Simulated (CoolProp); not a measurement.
Values from CoolProp's reference Helmholtz-energy equation of state, Gao 2020.

For ammonia, give the phase and the cp (kJ/(kg K)), conductivity (mW/(m K)) at 180.75 °C and 1250 kPa; 180.75 °C and 3550 kPa.


- 180.75 °C and 1250 kPa: gas; cp 2.50, conductivity 46.5
- 180.75 °C and 3550 kPa: gas; cp 2.78, conductivity 48.9

Thermal conductivity comes from a separate model (Tufeu 1984).
